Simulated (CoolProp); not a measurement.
Properties of sulfur dioxide along the isotherm 419.8 K (Tc = 430.6 K, pc = 7.887 MPa, ω = 0.256).

Values from CoolProp's reference Helmholtz-energy equation of state, Gao 2016.

```tsv
p (MPa)	phase	Z	Joule-Thomson coefficient (K/MPa)	isothermal compressibility (1/MPa)	expansivity (1/kK)	fugacity coefficient
0.111	gas	0.9946	13.26	9.058	2.427	0.9947
0.167	gas	0.9919	13.26	6.037	2.450	0.9920
0.252	gas	0.9878	13.27	4.018	2.486	0.9879
0.38	gas	0.9815	13.28	2.682	2.542	0.9818
0.573	gas	0.9719	13.29	1.797	2.629	0.9726
0.865	gas	0.9571	13.32	1.210	2.771	0.9587
1.3	gas	0.9344	13.35	0.8260	3.007	0.9380
1.97	gas	0.8979	13.41	0.5703	3.442	0.9064
2.97	gas	0.8385	13.49	0.4115	4.333	0.8596
4.48	gas	0.7328	13.57	0.3315	6.856	0.7889
6.76	liquid	0.1497	2.472	0.07527	20.44	0.6705
10.2	liquid	0.2006	1.084	0.01945	7.430	0.4770
15.4	liquid	0.2823	0.5670	0.009906	4.716	0.3486
23.2	liquid	0.4010	0.2585	0.005901	3.384	0.2658
35	liquid	0.5726	0.04576	0.003747	2.554	0.2148
```
